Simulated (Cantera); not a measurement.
Stirred combustor or abatement burner

A perfectly stirred reactor is fed with CO : H2 : O2 : N2 = 1 : 0.21 : 0.611 : 3.6 (molar parts), equivalence ratio 0.99, at 21000 Pa; it is adiabatic with a 350 K inlet, and is followed from long to short residence time, starting on the burning branch (τ in s: 0.24, 0.12, 0.056, 0.027, 0.013, 0.0063, 0.0031, 0.0015, 0.00072, 0.00035, 0.00017, 8.1e-05, 3.9e-05).

Model: GRI-Mech 3.0 (53 species, 325 reactions), integrated in Cantera.

```csv
τ (s),T (K),x CO,x H2,x O2,x H,x NO,x N2O,x O
0.24,1876,0.0345,0.00190,0.0180,0.00179,0.000234,4.38e-8,0.00202
0.12,1818,0.0400,0.00233,0.0208,0.00282,0.000137,4.12e-8,0.00292
0.056,1745,0.0461,0.00286,0.0238,0.00462,9.12e-5,3.80e-8,0.00426
0.027,1665,0.0516,0.00340,0.0267,0.00725,7.46e-5,3.48e-8,0.00592
0.013,1575,0.0566,0.00389,0.0294,0.0111,6.49e-5,3.17e-8,0.00790
0.0063,1474,0.0615,0.00423,0.0323,0.0161,5.30e-5,2.89e-8,0.00998
0.0031,1359,0.0688,0.00434,0.0366,0.0210,3.56e-5,2.69e-8,0.0115
0.0015,1186,0.0944,0.00472,0.0505,0.0191,1.07e-5,2.51e-8,0.00937
0.00072,350,0.184,0.0387,0.113,<1e-12,<1e-12,<1e-12,<1e-12
0.00035,350,0.184,0.0387,0.113,<1e-12,<1e-12,<1e-12,<1e-12
0.00017,350,0.184,0.0387,0.113,<1e-12,<1e-12,<1e-12,<1e-12
8.1e-5,350,0.184,0.0387,0.113,<1e-12,<1e-12,<1e-12,<1e-12
3.9e-5,350,0.184,0.0387,0.113,<1e-12,<1e-12,<1e-12,<1e-12
```
x: mole fraction; the columns are a selection and need not sum to one.
